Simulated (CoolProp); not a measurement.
Vapour pressure (kPa) of water: the reference equation beside estimates from Tc = 647.1 K, pc = 22060 kPa, ω = 0.344.

The numbers come from the reference Helmholtz-energy equation of state, Wagner 2002 in CoolProp.

```json
[
 {"T (K)": "450.7", "reference": "947.5", "Lee-Kesler": "946.1", "Peng-Robinson": "944.7"},
 {"T (K)": "458.3", "reference": "1127", "Lee-Kesler": "1131", "Peng-Robinson": "1127"},
 {"T (K)": "466", "reference": "1336", "Lee-Kesler": "1346", "Peng-Robinson": "1338"},
 {"T (K)": "473.6", "reference": "1570", "Lee-Kesler": "?", "Peng-Robinson": "1576"},
 {"T (K)": "481.2", "reference": "1834", "Lee-Kesler": "1860", "Peng-Robinson": "1845"},
 {"T (K)": "488.8", "reference": "2133", "Lee-Kesler": "2167", "Peng-Robinson": "2148"},
 {"T (K)": "496.4", "reference": "2467", "Lee-Kesler": "2511", "Peng-Robinson": "2488"},
 {"T (K)": "504", "reference": "2841", "Lee-Kesler": "?", "Peng-Robinson": "2869"},
 {"T (K)": "511.6", "reference": "3257", "Lee-Kesler": "3320", "Peng-Robinson": "3292"},
 {"T (K)": "519.2", "reference": "3718", "Lee-Kesler": "3791", "Peng-Robinson": "?"},
 {"T (K)": "526.8", "reference": "4227", "Lee-Kesler": "4311", "Peng-Robinson": "4281"},
 {"T (K)": "534.4", "reference": "?", "Lee-Kesler": "?", "Peng-Robinson": "4853"},
 {"T (K)": "542", "reference": "5405", "Lee-Kesler": "?", "Peng-Robinson": "?"},
 {"T (K)": "549.6", "reference": "?", "Lee-Kesler": "6189", "Peng-Robinson": "6168"}
]
```

**Question.** Some entries are withheld; supply them.

**Answer.** 
- 473.6, Lee-Kesler: 1587
- 504, Lee-Kesler: 2894
- 519.2, Peng-Robinson: 3762
- 534.4, reference: 4788
- 534.4, Lee-Kesler: 4881
- 542, Lee-Kesler: 5506
- 542, Peng-Robinson: 5480
- 549.6, reference: 6080

Absolute difference from the reference over all 14 rows, mean and median: Lee-Kesler 1.5 and 1.8 %, Peng-Robinson 0.8 and 0.9 %.
